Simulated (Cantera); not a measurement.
Input: 1 mol MgCO₃, 0.93 mol O₂, 0.85 mol CO₂, 0.14 mol SO₃, at 0.133 bar.

Cantera equilibrium calculation (NASA polynomials, part measured and part estimated; ideal gas, pure solids and liquids). Candidate condensed phases: C, Mg, MgCO₃, MgO, MgS, MgSO₄, S; 26 gas species. Kinetics and transport are ignored.

At 1273 K, list the 4 most abundant gas species with their mole fractions, and the condensed phases.

CO₂ 0.619, O₂ 0.334, SO₂ 0.0454, SO₃ 0.00141. Condensed: MgO(s).
